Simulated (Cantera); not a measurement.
Feed: 1 mol SiO2, 40 mol H2, at 1475 °C and 5.10 bar.

Cantera equilibrium calculation (NASA polynomials, part measured and part estimated; ideal gas, pure solids and liquids). Candidate condensed phases: H2O, Si, SiO2; 18 gas species. The tables hold silica as quartz up to 1696 K and as liquid above; real silica turns to tridymite and cristobalite and melts near 1996 K. The numbers say what is thermodynamically allowed, not how fast it happens.

Base state: H2 0.999, H2O 0.000389, SiO 0.000389, H 0.000101 (mole fractions); condensed: SiO2(condensed).

### Question
What changes in the equilibrium state with this change: SiO2 replaced by Ta2O5?

### Answer
```tsv
species	before	after
H2	0.999	0.999
H2O	0.000389	0.000514
H	0.000101	0.000101
SiO	0.000389	0
SiO2(condensed), mol	0.984	0
Ta(s), mol	0	0.00822
Ta2O5(s), mol	0	0.996
```
Mutual solubility and eutectic melting of coexisting phases are not modelled. Condensed phases not in the tables: N, O or C dissolved in the metal. Further candidate phases: Ta, Ta2O5.
